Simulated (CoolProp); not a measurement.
Vapour pressure (bar) of tetrahydrofuran: the reference equation beside estimates from Tc = 540.2 K, pc = 53.04 bar, ω = 0.234.

Values from CoolProp's reference Helmholtz-energy equation of state, Fiedler 2023.

```csv
T (K),reference,Lee-Kesler,Peng-Robinson
377.7,3.061,3.060,3.049
396.2,4.769,4.801,4.764
414.7,7.113,7.197,7.134
433.3,10.25,10.40,10.32
451.8,14.28,14.52,14.45
470.3,19.40,19.72,19.70
488.8,25.78,26.20,26.26
507.3,33.69,34.18,34.33
```

Absolute difference from the reference over all 8 rows, mean and median: Lee-Kesler 1.2 and 1.5 %, Peng-Robinson 1.0 and 0.9 %.
